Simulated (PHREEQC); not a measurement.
Consider water at 20 °C with 20 mmol/kgw K2CO3 and 87 mmol/kgw Fe(NO3)3. Closed to the air; pH follows from the charge balance.

All values are PHREEQC results (ion-association model, phreeqc.dat), not measurements.

Precipitation was switched off in this run.

Task: Predict the pH, ionic strength, activity of water.

Result: pH 2.03; ionic strength 0.509 mol/kgw; activity of water 0.993.

Task: In which forms is Fe present?

Result: Fe+3 45 %, Fe2(OH)2+4 33 %, Fe3(OH)4+5 13 %, FeOH+2 9.4 % of the Fe.

The solution is supersaturated, for example in Hematite (slow to form), Goethite (slow to form), so a real one may precipitate; this is no full list. Species that the database lacks are ignored.
